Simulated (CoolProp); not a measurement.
Dimethyl carbonate at 335.06 K and 0.0222 MPa is compressed adiabatically to 0.135 MPa with isentropic efficiency 0.75. Each further row changes one setting.

Values from CoolProp's reference Helmholtz-energy equation of state, Zhou 2011.

```json
[
 {"case": "as stated", "work (kJ/kg)": "78.1", "final temperature (K)": "394.8", "final density (kg/m³)": "3.82"},
 {"case": "efficiency 1", "work (kJ/kg)": "?", "final temperature (K)": "381.2", "final density (kg/m³)": "3.97"},
 {"case": "efficiency 0.65", "work (kJ/kg)": "?", "final temperature (K)": "?", "final density (kg/m³)": "3.73"}
]
```

Some entries are withheld; supply them.


- efficiency 1, work (kJ/kg): 58.6
- efficiency 0.65, work (kJ/kg): 90.1
- efficiency 0.65, final temperature (K): 403.1
